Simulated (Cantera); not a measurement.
An isothermal, constant-pressure homogeneous reactor starts with 82.9 % NO, 16.6 % N2, 0.498 % H2O, at 1975 K and 1.30 bar.

Detailed kinetics in Cantera: GRI-Mech 3.0 (53 species, 325 reactions).

Question: Predict: x(NO) at 2.00 s; x(N2) at 2.00 s; x(N2O) at 2.00 s; x(O2) at 2.00 s; x(O) at 2.00 s; x(NO2) at 2.00 s.

Answer: 
| Quantity | Result |
|---|---|
| x(NO) at 2.00 s | 0.0655 (gas-phase equilibrium 0.00857) |
| x(N2) at 2.00 s | 0.547 (gas-phase equilibrium 0.576) |
| x(N2O) at 2.00 s | 2.15e-6 (gas-phase equilibrium 4.71e-7) |
| x(O2) at 2.00 s | 0.381 (gas-phase equilibrium 0.410) |
| x(O) at 2.00 s | 0.000301 (gas-phase equilibrium 0.000311) |
| x(NO2) at 2.00 s | 0.000181 (gas-phase equilibrium 2.45e-5) |
